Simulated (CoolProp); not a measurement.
The fluid at 514.18 K and 1.01 MPa flows at 3.1 m/s in a round tube of 20 mm bore and 0.25 µm roughness, fully developed (64/Re and Nu = 3.66 if laminar; Colebrook and Gnielinski if turbulent). The same conditions are run with several fluids, on thermodynamics alone (safety and materials aside).

The numbers come from the reference Helmholtz-energy equation of state of each fluid (oxygen: Schmidt 1985; n-hexane: Thol 2019; ethanol: Schroeder 2014; propylene: Lemmon 2013; sulfur hexafluoride: Guder 2009) in CoolProp.

Q: Rank oxygen, n-hexane, ethanol, propylene, sulfur hexafluoride by Reynolds number, highest first.

A: n-hexane (123000), sulfur hexafluoride (88000), ethanol (46500), propylene (42900), oxygen (15000)

```tsv
fluid	Darcy friction factor	pressure drop (Pa/m)	heat-transfer coefficient (W/(m² K))	mass flow (kg/h)
oxygen	0.0278	50.5	87.1	26.5
n-hexane	0.0173	96.2	445	81.2
ethanol	0.0213	58.6	229	40.2
propylene	0.0217	53.0	222	35.7
sulfur hexafluoride	0.0185	156	250	123
```

Above 300 K oxygen's equation is extrapolated.

Transport values come from each fluid's own correlations; those of propylene are estimates that may be off by 10 % or more.
